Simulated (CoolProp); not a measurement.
Vapour-liquid equilibrium of carbon dioxide (1) + CHF3 (R23) (2) at 32.9 bar; x and y are mole fractions of (1).

Values from CoolProp's multi-fluid Helmholtz-energy mixture model, Span 1996 and Penoncello 2003; pair parameters Bell 2016.

### Question
Give the bubble temperature and the first vapour's composition at x = 0.05, 0.125, 0.8. Is there an azeotrope?

### Answer
x = 0.05: 282.8 K, y = 0.061; x = 0.125: 281.4 K, y = 0.150; x = 0.8: 272.3 K, y = 0.823. No azeotrope shows between x = 0.05 and 0.95.

The pair parameters rest on a limited set of measurements; away from them the model extrapolates.
